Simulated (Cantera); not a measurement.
# Oxide etching and cleaning by halides: B₂O₃ + NF₃ + O₂

Feed: 1 mol B₂O₃, 0.53 mol NF₃, 5.2 mol O₂, held at 75.0 Torr.

Equilibrium computed with Cantera from the NASA thermochemical tables; the gas is ideal and each condensed phase is pure. Candidate condensed phases: B, BN, B₂O₃; 31 gas species. Equilibrium is a limit: real reactors are often held back by kinetics, nucleation or transport.

From 577 °C to 1377 °C the condensed part is B₂O₃(l). The main B-bearing gas is BF₃ at 577 °C and BOF at 1377 °C. The share of B in condensed phases is highest at 577 °C (69.6 %) and lowest at 1377 °C (19.8 %).

```json
[
 {"T (°C)": "577", "x O₂": "0.876", "x BOF": "1.73e-6", "x BF₃": "0.0768", "x N₂": "0.0415", "x B₃O₃F₃": "0.00609", "x B₂O₃": "<1e-12", "x NO": "2.11e-6", "n B₂O₃(l)": "0.696"},
 {"T (°C)": "677", "x O₂": "0.876", "x BOF": "2.88e-5", "x BF₃": "0.0755", "x N₂": "0.0414", "x B₃O₃F₃": "0.00737", "x B₂O₃": "2.68e-12", "x NO": "8.21e-6", "n B₂O₃(l)": "0.688"},
 {"T (°C)": "777", "x O₂": "0.875", "x BOF": "0.000277", "x BF₃": "0.0744", "x N₂": "0.0414", "x B₃O₃F₃": "0.00840", "x B₂O₃": "3.26e-10", "x NO": "2.47e-5", "n B₂O₃(l)": "0.681"},
 {"T (°C)": "877", "x O₂": "0.875", "x BOF": "0.00177", "x BF₃": "0.0731", "x N₂": "0.0414", "x B₃O₃F₃": "0.00916", "x B₂O₃": "1.66e-8", "x NO": "6.14e-5", "n B₂O₃(l)": "0.673"},
 {"T (°C)": "977", "x O₂": "0.871", "x BOF": "0.00826", "x BF₃": "0.0702", "x N₂": "0.0412", "x B₃O₃F₃": "0.00948", "x B₂O₃": "4.41e-7", "x NO": "0.000131", "n B₂O₃(l)": "0.656"},
 {"T (°C)": "1077", "x O₂": "0.858", "x BOF": "0.0296", "x BF₃": "0.0624", "x N₂": "0.0405", "x B₃O₃F₃": "0.00890", "x B₂O₃": "7.03e-6", "x NO": "0.000248", "n B₂O₃(l)": "0.612"},
 {"T (°C)": "1177", "x O₂": "0.828", "x BOF": "0.0817", "x BF₃": "0.0445", "x N₂": "0.0390", "x B₃O₃F₃": "0.00659", "x B₂O₃": "7.51e-5", "x NO": "0.000420", "n B₂O₃(l)": "0.506"},
 {"T (°C)": "1277", "x O₂": "0.781", "x BOF": "0.160", "x BF₃": "0.0179", "x N₂": "0.0367", "x B₃O₃F₃": "0.00272", "x B₂O₃": "0.000583", "x NO": "0.000645", "n B₂O₃(l)": "0.329"},
 {"T (°C)": "1377", "x O₂": "0.752", "x BOF": "0.204", "x BF₃": "0.00286", "x N₂": "0.0352", "x B₃O₃F₃": "0.000444", "x B₂O₃": "0.00348", "x NO": "0.000953", "n B₂O₃(l)": "0.198"}
]
```
x: gas mole fraction; n: condensed amount in mol.
